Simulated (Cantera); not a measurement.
Input: 1 mol SiHCl3, 0.91 mol NH3, 22 mol H2, held at 220 Pa.

These are equilibrium values from Cantera (NASA tables, ideal gas, pure condensed phases), not measurements of a reactor. Candidate condensed phases: NH4Cl, Si, Si3N4; 28 gas species. The tables' values for SiCl3, SiCl are old estimates; treat these amounts as uncertain. Equilibrium is a limit: real reactors are often held back by kinetics, nucleation or transport. All values below are at 1275 °C.

Base state: H2 0.887, HCl 0.0743, SiCl2 0.0207, N2 0.0176, H 0.000618, SiCl3 0.000141, Cl 4.13e-5, SiCl 2.62e-5 (mole fractions); condensed: Si(s).

### Question
What changes in the equilibrium state with this change: NH3 from 0.91 to 1.9 mol?

### Answer
```json
[
 {"species": "H2", "before": "0.887", "after": "0.876"},
 {"species": "HCl", "before": "0.0743", "after": "0.0701"},
 {"species": "N2", "before": "0.0176", "after": "0.0342"},
 {"species": "SiCl2", "before": "0.0207", "after": "0.0187"},
 {"species": "SiCl3", "before": "0.000141", "after": "0.000121"},
 {"species": "SiCl", "before": "2.62e-5", "after": "2.49e-5"},
 {"species": "Cl", "before": "4.13e-5", "after": "3.93e-5"},
 {"species": "H", "before": "0.000618", "after": "0.000615"},
 {"species": "Si", "before": "1.44e-5", "after": "1.44e-5"},
 {"species": "Si(s), mol", "before": "0.461", "after": "0.476"}
]
```

### Question
What changes in the equilibrium state with this change: pressure from 220 Pa to 13300 Pa?

### Answer
```
species         before     after
-------------  -------  --------
H2               0.887     0.897
HCl             0.0743    0.0851
SiCl2           0.0207    0.0146
N2              0.0176   0.00222
Si             1.44e-5   1.29e-7
SiCl4          2.70e-6  0.000150
SiHCl3         3.94e-6  0.000193
Si(s), mol       0.461         0
Si3N4(s), mol        0     0.199
```
The tables' values for SiCl3 are old estimates; treat these amounts as uncertain.
